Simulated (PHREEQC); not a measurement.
## Spent oxide etchant

Solution (25 °C): 0.18 mol/kgw HF and 0.0096 mol/kgw (NH4)2SiF6. Closed to the air; pH follows from the charge balance.

All values are PHREEQC results (ion-association model, phreeqc.dat), not measurements.

Each row changes one thing in this solution. Precipitation was switched off in this run.

| case | pH | ionic strength (mol/kgw) | HF (mol/kgw) | F- (mol/kgw) | HF2- (mol/kgw) | NH3 (mol/kgw) |
|---|---|---|---|---|---|---|
| as made | 1.87 | 0.0444 | 0.159 | 0.00971 | 0.00591 | 6.54e-10 |
| diluted 10-fold with water | 2.50 | 0.00633 | 0.0144 | 0.00327 | 0.000180 | 3.13e-10 |
| (NH4)2SiF6 replaced by (NH4)2HPO4 at the same molality | 2.10 | 0.0282 | 0.148 | 0.0149 | 0.00847 | 1.16e-9 |
| HF replaced by NH4BF4 at the same molality | 2.64 | 0.212 | 0.00878 | 0.00379 | 0.000127 | 3.16e-8 |
| 0.0063 mol/kgw Na2CO3 added | 2.06 | 0.0514 | 0.149 | 0.0144 | 0.00824 | 1.00e-9 |

SiF6-2 is the database's only silicon fluoride.
